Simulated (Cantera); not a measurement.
## Premixed flame

A freely propagating, adiabatic, planar premixed flame of H2 : O2 : N2 = 1 : 0.333 : 1.25 (molar parts), equivalence ratio 1.5, unburnt at 723 K and 13000 Pa; mixture-averaged transport, grid criteria slope 0.08 and curve 0.16, no radiation.

Computed with Cantera and the H2/O2 subset of GRI-Mech 3.0, which has no nitrogen chemistry. Burning velocities carry a grid error of a few per cent, more on coarse grids.

```json
[
 {"z (mm)": "-22.0", "T (K)": "723", "u (m/s)": "9.97", "x H2": "0.387", "x O2": "0.129", "x H": "<1e-8", "x H2O2": "<1e-8", "x O": "<1e-8", "x H2O": "<1e-8"},
 {"z (mm)": "-14.6", "T (K)": "723", "u (m/s)": "9.97", "x H2": "0.387", "x O2": "0.129", "x H": "<1e-8", "x H2O2": "<1e-8", "x O": "<1e-8", "x H2O": "<1e-8"},
 {"z (mm)": "-11.0", "T (K)": "723", "u (m/s)": "9.97", "x H2": "0.387", "x O2": "0.129", "x H": "<1e-8", "x H2O2": "<1e-8", "x O": "<1e-8", "x H2O": "<1e-8"},
 {"z (mm)": "-7.32", "T (K)": "723", "u (m/s)": "9.97", "x H2": "0.387", "x O2": "0.129", "x H": "8.38e-7", "x H2O2": "<1e-8", "x O": "1.86e-8", "x H2O": "1.40e-7"},
 {"z (mm)": "-3.66", "T (K)": "729", "u (m/s)": "10.0", "x H2": "0.386", "x O2": "0.129", "x H": "0.000752", "x H2O2": "9.04e-8", "x O": "1.89e-5", "x H2O": "0.000527"},
 {"z (mm)": "-1.83", "T (K)": "809", "u (m/s)": "11.1", "x H2": "0.364", "x O2": "0.125", "x H": "0.0127", "x H2O2": "1.16e-7", "x O": "0.000451", "x H2O": "0.0102"},
 {"z (mm)": "0", "T (K)": "1151", "u (m/s)": "15.4", "x H2": "0.200", "x O2": "0.0673", "x H": "0.100", "x H2O2": "4.46e-7", "x O": "0.00777", "x H2O": "0.124"},
 {"z (mm)": "1.83", "T (K)": "1397", "u (m/s)": "18.5", "x H2": "0.101", "x O2": "0.0144", "x H": "0.139", "x H2O2": "4.38e-7", "x O": "0.00985", "x H2O": "0.224"},
 {"z (mm)": "3.66", "T (K)": "1498", "u (m/s)": "19.7", "x H2": "0.101", "x O2": "0.0105", "x H": "0.130", "x H2O2": "3.80e-7", "x O": "0.00959", "x H2O": "0.232"},
 {"z (mm)": "7.32", "T (K)": "1625", "u (m/s)": "21.1", "x H2": "0.108", "x O2": "0.00906", "x H": "0.114", "x H2O2": "2.68e-7", "x O": "0.00913", "x H2O": "0.236"},
 {"z (mm)": "14.6", "T (K)": "1771", "u (m/s)": "22.8", "x H2": "0.116", "x O2": "0.00751", "x H": "0.0964", "x H2O2": "1.54e-7", "x O": "0.00808", "x H2O": "0.241"},
 {"z (mm)": "29.3", "T (K)": "1930", "u (m/s)": "24.5", "x H2": "0.122", "x O2": "0.00576", "x H": "0.0778", "x H2O2": "8.01e-8", "x O": "0.00651", "x H2O": "0.249"},
 {"z (mm)": "58.6", "T (K)": "2088", "u (m/s)": "26.2", "x H2": "0.128", "x O2": "0.00404", "x H": "0.0600", "x H2O2": "4.28e-8", "x O": "0.00470", "x H2O": "0.257"}
]
```
x: mole fraction of selected species; z is measured from the peak of heat release.

| Property | Value |
|---|---|
| laminar burning velocity | 997 cm/s |
| thermal thickness | 7.32 mm |
| peak x(H) | 0.139 |
| peak x(H2O2) | 4.88e-7 |
| peak x(O) | 0.0101 |
| grid points | 142 |
